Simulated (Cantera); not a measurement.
Input (Python, Cantera) and output of one run.

```python
import numpy as np
import cantera as ct

gas_names = """
    C CN C2 CCN CNC C2N2 C3 C4 C4N2 C5 N N2 Si SiC SiC2 SiN Si2 Si2C Si2N Si3
""".split()
cond_names = """
    C(gr) Si(cr) Si(L) SiC(b) Si3N4(a)
""".split()


# ... load() reads the species with a 1 bar reference pressure and builds the phases ...
atoms = {
    'Si3N4': {'Si': 3, 'N': 4},
    'C': {'C': 1},
    'N2': {'N': 2},
}
top_T = {'C(gr)': 4500, 'SiC(b)': 3050, 'Si3N4(a)': 2400}  # K; cautious upper limits of use, not melting points


# ... equilibrate(T, P, feed) seeds the gas with the atoms and calls Mixture.equilibrate('TP', solver="vcs", rtol=1e-11, max_steps=5000) ...
results = []
feed = {'Si3N4': 1, 'C': 0.015, 'N2': 2.6}  # mol
P = 330  # Pa
for T in [1823, 2023, 2223, 2423, 2623, 2823, 3023]:
    mix = equilibrate(T, P, feed)
    results.append((T, P, feed, dict(zip(mix.species_names, mix.species_moles))))

top = {s: max(r[3][s] / sum(r[3][g] for g in gas_names) for r in results) for s in gas_names}
cols = sorted((s for s in top if top[s] > 0.001), key=lambda s: -top[s])[:9]
seen = [c for c in cond_names if any(r[3].get(c, 0) > 1e-12 for r in results)]
print("log10 of partial pressures in bar; condensed amounts in mol")
print(f"{'T/K':>10s}" + "".join(f"{s[:9]:>10s}" for s in cols + seen))
for T, P, feed, n in results:
    ng = sum(n[g] for g in gas_names)
    print(f"{T:10.4g}" + "".join(f"{np.log10(max(n[s] / ng * P / 1e5, 1e-99)):10.3f}" for s in cols)
          + "".join(f"{n.get(c, 0):10.4g}" for c in seen))
```

It prints:

```
log10 of partial pressures in bar; condensed amounts in mol
       T/K        N2        Si       Si2      Si2C       SiN      Si2N        CN     Si(L)    SiC(b)
      1823    -2.482    -5.355    -7.544    -7.276    -6.978    -6.783   -10.164     2.978   0.01493
      2023    -2.490    -4.245    -6.206    -5.765    -6.098    -5.989    -8.589     2.895   0.01253
      2223    -2.551    -3.337    -5.114    -5.043    -5.405    -5.370    -7.835     2.167         0
      2423    -2.697    -2.901    -4.844    -5.197    -5.194    -5.542    -7.368         0         0
      2623    -2.699    -2.892    -5.339    -5.399    -5.315    -6.350    -6.259         0         0
      2823    -2.700    -2.888    -5.774    -5.949    -5.422    -7.053    -5.674         0         0
      3023    -2.701    -2.887    -6.154    -6.701    -5.515    -7.665    -5.438         0         0
```

Equilibrium computed with Cantera from the NASA thermochemical tables; the gas is ideal and each condensed phase is pure. Mutual solubility and eutectic melting of coexisting phases are not modelled. The tables' values for SiN are old estimates; treat these amounts as uncertain.
